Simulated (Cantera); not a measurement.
A closed system holds: 1 mol SiCl4, 4 mol HCl, 5.1 mol H2, equilibrated at 1.00 Torr.

Cantera equilibrium calculation (NASA polynomials, part measured and part estimated; ideal gas, pure solids and liquids). Candidate condensed phases: Si; 19 gas species. The tables' values for SiCl3, SiCl are old estimates; treat these amounts as uncertain. Rates play no part.

x: gas mole fraction; nothing condenses.

```csv
T (K),x HCl,x H2,x SiCl2,x SiCl4,x SiCl3,x Cl,x H
1225,0.448,0.456,0.0247,0.0562,0.0132,4.88e-6,5.76e-6
1325,0.500,0.407,0.0569,0.0203,0.0146,2.94e-5,2.86e-5
1425,0.526,0.383,[?],[?],0.00977,[?],[?]
1525,0.534,0.375,0.0835,0.00114,0.00566,0.000453,0.000397
1625,0.536,0.372,0.0865,[?],0.00330,[?],[?]
1725,0.534,0.370,0.0876,8.55e-5,0.00200,0.00346,0.00309
1825,0.528,0.367,0.0877,2.80e-5,0.00126,0.00801,0.00731
```

Complete the blanks.


- 1425, x SiCl2: 0.0760
- 1425, x SiCl4: 0.00494
- 1425, x Cl: 0.000130
- 1425, x H: 0.000116
- 1625, x SiCl4: 0.000292
- 1625, x Cl: 0.00134
- 1625, x H: 0.00118
